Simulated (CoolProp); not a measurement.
Dodecamethylpentasiloxane (MD3M) at 311.06 K and 0.134 MPa is throttled through a valve to 0.0643 MPa with no heat exchange. Each further row changes one setting.

Computed with CoolProp (reference Helmholtz-energy equation of state, Thol 2019).

| case | temperature change (K) |
|---|---|
| as stated | +0.0 |
| outlet pressure 0.0193 MPa | +0.1 |
| outlet pressure 0.0836 MPa | +0.0 |
